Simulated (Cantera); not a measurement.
A perfectly stirred reactor is fed with CO : O2 : H2O : N2 = 0.0081 : 0.044 : 0.0029 : 1 (molar parts), equivalence ratio 0.092, at 100.0 Torr; it is held at 1175 K, and followed from long to short residence time.

Detailed kinetics in Cantera: GRI-Mech 3.0 (53 species, 325 reactions).

Predict: x(CO) at τ = 12.0 s; x(O2) at τ = 12.0 s; x(H2O) at τ = 12.0 s; x(N2O) at τ = 12.0 s; x(OH) at τ = 12.0 s; x(CO) at τ = 0.230 s; x(O2) at τ = 0.230 s; x(H2O) at τ = 0.230 s; x(N2O) at τ = 0.230 s; x(OH) at τ = 0.230 s.


```
Property                Result
---------------------  -------
x(CO) at τ = 12.0 s    8.67e-5
x(O2) at τ = 12.0 s     0.0380
x(H2O) at τ = 12.0 s   0.00275
x(N2O) at τ = 12.0 s   2.22e-7
x(OH) at τ = 12.0 s    2.05e-5
x(CO) at τ = 0.230 s   0.00114
x(O2) at τ = 0.230 s    0.0384
x(H2O) at τ = 0.230 s  0.00269
x(N2O) at τ = 0.230 s  1.24e-7
x(OH) at τ = 0.230 s   6.92e-5
```
